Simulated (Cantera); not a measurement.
An adiabatic, constant-pressure homogeneous reactor starts with CO : H₂ : O₂ : N₂ = 1 : 0.78 : 2.17 : 8.16 (molar parts), at 1175 K and 1.01 bar.

Model: GRI-Mech 3.0 (53 species, 325 reactions), integrated in Cantera.

Predict: time of steepest temperature rise; temperature at 3.00 s; equilibrium temperature; x(CO) at 3.00 s; x(H₂) at 3.00 s; x(O₂) at 3.00 s; x(OH) at 3.00 s; x(H) at 3.00 s.


* **time of steepest temperature rise**: 76.3 µs
* **temperature at 3.00 s**: 2217 K
* **equilibrium temperature**: 2217 K
* **x(CO) at 3.00 s**: 0.00179 (gas-phase equilibrium 0.00179)
* **x(H₂) at 3.00 s**: 0.000259 (gas-phase equilibrium 0.000259)
* **x(O₂) at 3.00 s**: 0.109 (gas-phase equilibrium 0.109)
* **x(OH) at 3.00 s**: 0.00371 (gas-phase equilibrium 0.00371)
* **x(H) at 3.00 s**: 9.99e-5 (gas-phase equilibrium 9.99e-5)
